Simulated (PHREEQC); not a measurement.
A solution holds 150 mmol/kgw K2CO3, 66 mmol/kgw KNO3 and 5 mmol/kgw K2SO4, at 25 °C. Closed to the air; pH follows from the charge balance.

All values are PHREEQC results (ion-association model, phreeqc.dat), not measurements.

Q: The ionic strength comes out as 0.524 mol/kgw. What activity coefficients do SO4-2, CO3-2, NO3-, KSO4-, HCO3- get?

A: SO4-2 0.20, CO3-2 0.23, NO3- 0.61, KSO4- 0.69, HCO3- 0.69.

No solid was allowed to form.
